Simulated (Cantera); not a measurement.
Feed: 1 mol SiH₂Cl₂, a varied amount of N₂, at 998 K and 0.710 bar.

Cantera equilibrium calculation (NASA polynomials, part measured and part estimated; ideal gas, pure solids and liquids). Candidate condensed phases: NH₄Cl, Si, Si₃N₄; 28 gas species. N₂ is the only nitrogen source here; it is nearly inert below about 1500 K, so the nitride shown seldom forms there in practice. Kinetics and transport are ignored.

At 180 mol N₂, list the 4 most abundant gas species with their mole fractions, and the condensed phases.

N₂ 0.990, HCl 0.00829, H₂ 0.00137, SiCl₄ 0.000685. Condensed: Si₃N₄(s).
